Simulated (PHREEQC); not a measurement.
Dissolve 0.13 mol/kgw FeCl3, 0.29 mol/kgw CaCl2, 0.0032 mol/kgw NaH2PO4 and 0.00015 mol/kgw NaCl at 25 °C. Closed to the air; pH follows from the charge balance.

Computed with PHREEQC (ion-association model, wateq4f.dat).

```yaml
pH: 2.27
ionic_strength: 1.25 mol/kgw
activity_of_water: 0.979
total_alkalinity: -260 meq/kg
```

| species | molality | activity | log γ |
|---|---|---|---|
| Cl- | 0.830 | 0.488 | -0.231 |
| Ca+2 | 0.290 | 0.0732 | -0.598 |
| FeCl+2 | 0.0753 | 0.0118 | -0.804 |
| FeCl2+ | 0.0309 | 0.0258 | -0.078 |
| Fe+3 | 0.0125 | 0.000803 | -1.191 |
| H+ | 0.00723 | 0.00533 | -0.132 |
| FeOH+2 | 0.00606 | 0.000953 | -0.804 |
| Na+ | 0.00335 | 0.00244 | -0.137 |
| FeH2PO4+2 | 0.00319 | 0.000549 | -0.764 |
| FeCl3 | 0.000946 | 0.00126 | 0.125 |
| Fe2(OH)2+4 | 0.000440 | 2.44e-5 | -1.256 |
| Fe(OH)2+ | 8.99e-5 | 5.79e-5 | -0.191 |
| Fe3(OH)4+5 | 2.71e-5 | 2.96e-7 | -1.962 |

No solid was allowed to form. The solution is supersaturated, for example in Strengite, Hematite (slow to form), so a real one may precipitate; this is no full list. The ionic strength is past about 0.7 mol/kgw, beyond the range of this activity model, so the values are rough. H3PO4, which wateq4f.dat lacks, is added to it with the constant of phreeqc.dat.
